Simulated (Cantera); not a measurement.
A closed system holds: 1 mol V, 0.4 mol NH3, 3.2 mol N2, at 0.00285 Torr.

These are equilibrium values from Cantera (NASA tables, ideal gas, pure condensed phases), not measurements of a reactor. Candidate condensed phases: V, VN; 11 gas species. Condensed phases not in the tables: V2N, N, O or C dissolved in the metal. The numbers say what is thermodynamically allowed, not how fast it happens.

### Question
At 1823 K, list the 4 most abundant gas species with their mole fractions, and the condensed phases.

### Answer
N2 0.792, H2 0.104, H 0.0717, V 0.0319. Condensed: V(s).
